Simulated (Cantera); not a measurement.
An adiabatic, constant-volume homogeneous reactor starts with 4.70 % CH4, 0.517 % C2H6, 0.706 % C3H8, 17.4 % O2, 65.4 % N2, 11.3 % H2O, equivalence ratio 0.85, at 1625 K and 0.454 atm.

Detailed kinetics in Cantera: GRI-Mech 3.0 (53 species, 325 reactions). GRI-Mech 3.0 was tuned for natural gas; its chemistry of propane as a main component is partial and can be far from experiment.

x: mole fraction; the columns are a selection and need not sum to one.

```
t (s)          T (K)  P (bar)   x CH4   x C2H6   x C3H8     x HCN         x H       x CO2
--------  ----------  -------  ------  -------  -------  --------  ----------  ----------
2.00e-6         1623    0.460  0.0470  0.00513  0.00690    <1e-12     2.01e-5     1.80e-8
5.73e-6         1619    0.459  0.0468  0.00501  0.00656  1.42e-12     3.54e-5     8.02e-7
1.64e-5         1612    0.458  0.0460  0.00460  0.00549  5.83e-11     6.64e-5     1.72e-5
4.70e-5         1635    0.468  0.0410  0.00345  0.00229   2.42e-9    0.000206    0.000245
0.000135  (withheld)    0.753  <1e-12   <1e-12   <1e-12  1.47e-11  (withheld)  (withheld)
0.000385        2704    0.807  <1e-12   <1e-12   <1e-12  9.58e-11     0.00983      0.0458
0.00110         2718    0.810  <1e-12   <1e-12   <1e-12  1.97e-10     0.00921      0.0463
0.00316         2712    0.808  <1e-12   <1e-12   <1e-12  3.56e-10     0.00903      0.0463
0.00906         2709    0.807  <1e-12   <1e-12   <1e-12  4.51e-10     0.00893      0.0463
0.0259          2708    0.807  <1e-12   <1e-12   <1e-12  4.57e-10     0.00892      0.0463
0.0743          2708    0.807  <1e-12   <1e-12   <1e-12  4.57e-10     0.00892      0.0463
0.213           2708    0.807  <1e-12   <1e-12   <1e-12  4.57e-10     0.00892      0.0463
0.610           2708    0.807  <1e-12   <1e-12   <1e-12  4.57e-10     0.00892      0.0463
1.75            2708    0.807  <1e-12   <1e-12   <1e-12  4.57e-10     0.00892      0.0463
5.00            2708    0.807  <1e-12   <1e-12   <1e-12  4.57e-10     0.00892      0.0463
```

**Question.** Fill in the missing entries.

**Answer.** 
- 0.000135, T (K): 2484
- 0.000135, x H: 0.0184
- 0.000135, x CO2: 0.0403
